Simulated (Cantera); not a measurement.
# Counterflow diffusion flame

A counterflow diffusion flame at 0.987 atm, nozzles 20 mm apart: fuel side 69.9 % CH₄, 30.1 % C₂H₆ at 600 K, oxidiser side 20.0 % O₂, 80.0 % N₂ at 425 K, fuel mass flux 0.62 times the oxidiser's; mixture-averaged transport, no radiation.

Detailed kinetics in Cantera: GRI-Mech 3.0 (53 species, 325 reactions). GRI-Mech 3.0 has no aromatics or soot, which form on the fuel side of real flames. The maximum strain rate includes the flame's own expansion and is several times the mean.

```
oxidiser flux (kg/m²/s)  max strain (1/s)  mean strain (1/s)  T max (K)  peak x OH  peak x H  peak x NO  peak x CO  peak x C₂H₂
-----------------------  ----------------  -----------------  ---------  ---------  --------  ---------  ---------  -----------
0.25                                  164               34.4       2058    0.00691   0.00384   0.000232     0.0502       0.0234
0.39                                  244               53.7       2036    0.00688   0.00413   0.000208     0.0500       0.0216
0.61                                  368               84.0       2015    0.00682   0.00444   0.000182     0.0500       0.0199
0.95                                  552                131       1991    0.00665   0.00468   0.000150     0.0504       0.0180
1.5                                   838                206       1960    0.00630   0.00483   0.000113     0.0511       0.0157
2.3                                  1230                317       1921    0.00574   0.00477    7.59e-5     0.0522       0.0131
3.6                                  1850                496       1859    0.00470   0.00424    3.63e-5     0.0541      0.00921
```
x: mole fraction; the columns are a selection and need not sum to one.
